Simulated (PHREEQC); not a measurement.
Dissolve 0.031 mol TMAH and 2.5e-06 mol H4SiO4 per kg of water at 25 °C. Closed to the air; pH follows from the charge balance.

Model: ion-association model, phreeqc.dat, run in PHREEQC.

This is a speciation only: nothing precipitates in the calculation.

### Question
Predict the pH.

### Answer
pH 12.41.

### Question
In which forms is Si present?

### Answer
H3SiO4- 78 %, H2SiO4-2 22 % of the Si.

(CH3)4N+ isn't in the database: it is added as a free cation with an ion size of 4 Å.
